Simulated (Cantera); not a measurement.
Standard-state values (1 bar) from the NASA 1993 polynomials, evaluated with Cantera. Values are per mole of reaction as written; species without (g) are pure solids or liquids, kept so even where they would boil at 1 bar.

Task: Between 300 and 2198 K, where is each reaction favourable under standard conditions?
- 6 CuF2 + 2 N2O(g) + O(g) → 4 NF3(g) + 3 Cu2O
- O3(g) + 6 CuF2(g) + 4 N(g) → 3 Cu2O + 4 NF3(g)

Result: 
- 6 CuF2 + 2 N2O(g) + O(g) → 4 NF3(g) + 3 Cu2O: ΔG° is 1706 kJ at 300 K and 1716 kJ at 2198 K; it stays positive (K < 1). ΔH° is 1437 kJ and ΔS° -127 J/K at 2198 K.
- O3(g) + 6 CuF2(g) + 4 N(g) → 3 Cu2O + 4 NF3(g): ΔG° is -1129 kJ at 300 K and 802 kJ at 2198 K; it changes sign between 1298 and 1448 K. ΔH° is -1087 kJ and ΔS° -860 J/K at 2198 K.
